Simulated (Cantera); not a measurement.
An isothermal, constant-pressure homogeneous reactor starts with 11.6 % C2H6, 88.4 % N2, at 1750 K and 45.8 Torr.

Cantera simulation using GRI-Mech 3.0 (53 species, 325 reactions); the numbers are that mechanism's predictions, not measurements. GRI-Mech 3.0 stops at C3 and has no aromatics, soot or wall deposition, so with more carbon than oxygen in the feed, carbon stays in small species such as C2H2 where larger ones or solid carbon would form.

x: mole fraction; the columns are a selection and need not sum to one.

| t (s) | x C2H6 | x C2H4 | x H | x C2H2 | x C2H |
|---|---|---|---|---|---|
| 1.00e-5 | 0.111 | 0.000144 | 5.62e-5 | 4.43e-8 | <1e-12 |
| 7.40e-5 | 0.0589 | 0.0246 | 0.00102 | 0.00133 | 3.33e-7 |
| 0.000548 | 0.000380 | 0.0236 | 0.000934 | 0.0555 | 3.12e-6 |
| 0.00405 | 2.06e-5 | 0.00206 | 0.000278 | 0.0796 | 1.07e-6 |
| 0.0300 | 7.07e-6 | 0.000274 | 0.000246 | 0.0851 | 9.22e-7 |
| 0.222 | … | … | … | 0.0919 | … |
| 1.64 | 1.02e-8 | 3.59e-5 | 0.000407 | 0.0940 | 1.44e-6 |
| 12.2 | 7.49e-10 | 3.59e-5 | 0.000411 | 0.0942 | 1.45e-6 |
| 90.0 | 6.87e-10 | 3.59e-5 | 0.000411 | 0.0942 | 1.45e-6 |

Q: What belongs in the gaps?

A: 
- 0.222, x C2H6: 6.57e-7
- 0.222, x C2H4: 5.35e-5
- 0.222, x H: 0.000343
- 0.222, x C2H: 1.22e-6
